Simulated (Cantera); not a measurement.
Charge: 1 mol Mg(OH)₂, 1.6 mol H₂, 0.12 mol O₂, equilibrated at 1748.15 K and 1 atm.

Method: chemical equilibrium by Gibbs-energy minimisation in Cantera with the NASA 1993 tables (ideal gas, pure condensed phases). Candidate condensed phases: H₂O, Mg, MgO, Mg(OH)₂; 15 gas species. Equilibrium is a limit: real reactors are often held back by kinetics, nucleation or transport.

Base state: H₂ 0.523, H₂O 0.477, H 0.000164 (mole fractions); condensed: MgO(s).

### Question
What changes in the equilibrium state with this change: Mg(OH)₂ replaced by CaCO₃?

### Answer
| species | before | after |
|---|---|---|
| H₂O | 0.477 | 0.366 |
| CO | 0 | 0.274 |
| H₂ | 0.523 | 0.249 |
| CO₂ | 0 | 0.111 |
| H | 0.000164 | 0.000114 |
| MgO(s), mol | 1.000 | 0 |
| CaO(s), mol | 0 | 1.000 |
Further candidate phases: C, C₆H₆, C₇H₈, C₈H₁₈, Ca, CaCO₃, CaO, Ca(OH)₂.
